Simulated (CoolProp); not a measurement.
Vapour-liquid equilibrium of propane (1) + R114 (2) at 47.35 °C; x and y are mole fractions of (1).

Values from CoolProp's multi-fluid Helmholtz-energy mixture model, Lemmon 2009 and Platzer 1990; pair parameters Bell 2016. This equation is an older, rougher fit; its heat capacities, sound speeds and derivatives of the liquid may be far off and weren't checked against measurements.

```
x     bubble pressure, mixture model (bar)  bubble pressure, Raoult's law (bar)  y, mixture model  y, Raoult's law
----  ------------------------------------  -----------------------------------  ----------------  ---------------
0.05                                 4.926                                4.759             0.178            0.170
0.15                                 6.358                                5.960             0.402            0.407
0.25                                 7.674                                7.161             0.540            0.564
0.35                                 8.898                                8.362             0.637            0.677
0.45                                 10.05                                9.562             0.711            0.761
0.55                                 11.16                                10.76             0.773            0.826
0.65                                 12.25                                11.96             0.827            0.878
0.75                                 13.34                                13.16             0.877            0.921
0.85                                 14.45                                14.37             0.926            0.957
0.95                                 15.58                                15.57             0.975            0.987
```

The largest gap from Raoult's law is +7.2 % in bubble pressure, at x = 0.25. No azeotrope shows between x = 0.05 and 0.95.

The pair parameters rest on a limited set of measurements; away from them the model extrapolates.
